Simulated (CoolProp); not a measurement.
Vapour-liquid equilibrium of CHF3 (R23) (1) + propane (2) at 251.8 K; x and y are mole fractions of (1).

Model: multi-fluid Helmholtz-energy mixture model, Penoncello 2003 and Lemmon 2009; pair parameters Bell 2016, in CoolProp.

| x | bubble pressure (bar) | y at the bubble point | dew pressure at overall composition x (bar) | liquid density (mol/L) |
|---|---|---|---|---|
| 0.05 | 4.698 | 0.497 | 2.455 | 12.73 |
| 0.15 | 8.103 | 0.709 | 2.754 | 12.95 |
| 0.25 | 10.12 | 0.772 | 3.132 | 13.18 |
| 0.35 | 11.22 | 0.799 | 3.625 | 13.42 |
| 0.45 | 11.84 | 0.814 | 4.295 | 13.68 |
| 0.55 | 12.23 | 0.826 | 5.259 | 13.99 |
| 0.65 | 12.57 | 0.838 | 6.757 | 14.36 |
| 0.75 | 12.92 | 0.857 | 9.334 | 14.84 |
| 0.85 | 13.27 | 0.890 | 12.81 | 15.47 |
| 0.95 | 13.45 | 0.950 | 13.45 | 16.28 |

No azeotrope shows between x = 0.05 and 0.95.

Pair parameters are fitted to limited data, so mixtures are less certain than the pure fluids. With so large a gap from Raoult's law the liquid may split in two, which this calculation doesn't test in full.
